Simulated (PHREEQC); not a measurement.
PHREEQC input (Pitzer model, pitzer.dat):

```
SOLUTION 1
  temp 20
  units mol/kgw
  pH 7 charge
  Na 0.013
  Si 5.4e-06
SOLUTION 2
  temp 20
  units mol/kgw
  pH 7 charge
  Br 0.0014
  Cl 0.3024
  Ca 0.15
  K 0.0024
END
SELECTED_OUTPUT 1
  -reset false
  -pH true
  -pe true
  -ionic_strength true
  -water true
  -totals Br Ca Cl K Na Si
  -molalities H+ Na+ K+ Ca+2 Cl- Br- H4SiO4 OH- H3SiO4- H2SiO4-2
  -equilibrium_phases Halite Portlandite SiO2(a) Sylvite
PRINT
  -reset false
MIX 1
  1 1
  2 0
EQUILIBRIUM_PHASES 1
  Halite 0 0
  Portlandite 0 0
  SiO2(a) 0 0
  Sylvite 0 0
END
# ... the last block is repeated for the other 10 points of share of solution B
```

Selected output (columns that matter, 11 of 11 rows; share of solution B added in front):

```
share of solution B	pH	mu	Br	Ca	Cl	K	Na	Si	m_H+	m_Na+	m_K+	m_Ca+2	m_Cl-	m_Br-
0	12.229	0.013001	0	0	0	0	0.013	5.4e-06	6.6641e-13	0.013	0	0	0	0
0.1	12.099	0.05694	0.00014	0.015	0.03024	0.00024	0.0117	4.86e-06	9.6866e-13	0.0117	0.00024	0.015	0.03024	0.00014
0.2	11.994	0.10088	0.00028	0.03	0.06048	0.00048	0.0104	4.32e-06	1.2706e-12	0.0104	0.00048	0.03	0.06048	0.00028
0.3	11.891	0.14482	0.00042	0.045	0.090719	0.00071999	0.0090999	3.78e-06	1.6364e-12	0.0090999	0.00071999	0.045	0.090719	0.00042
0.4	11.781	0.18876	0.00055999	0.059999	0.12096	0.00095999	0.0077999	3.24e-06	2.1236e-12	0.0077999	0.00095999	0.059999	0.12096	0.00055999
0.5	11.658	0.2327	0.00069999	0.074999	0.1512	0.0012	0.0064999	2.7e-06	2.8331e-12	0.0064999	0.0012	0.074999	0.1512	0.00069999
0.6	11.509	0.27664	0.00083999	0.089999	0.18144	0.00144	0.0051999	2.16e-06	3.9928e-12	0.0051999	0.00144	0.089999	0.18144	0.00083999
0.7	11.312	0.32057	0.00097998	0.105	0.21168	0.00168	0.0038999	1.62e-06	6.2752e-12	0.0038999	0.00168	0.105	0.21168	0.00097998
0.8	10.996	0.36451	0.00112	0.12	0.24192	0.00192	0.0025999	1.08e-06	1.2967e-11	0.0025999	0.00192	0.12	0.24192	0.00112
0.9	9.4053	0.40845	0.00126	0.135	0.27215	0.00216	0.0013	5.3999e-07	5.0271e-10	0.0013	0.00216	0.135	0.27215	0.00126
1	2.9582	0.4538	0.0014	0.15	0.3024	0.0024	0	0	0.0014	0	0.0024	0.15	0.3024	0.0014
```
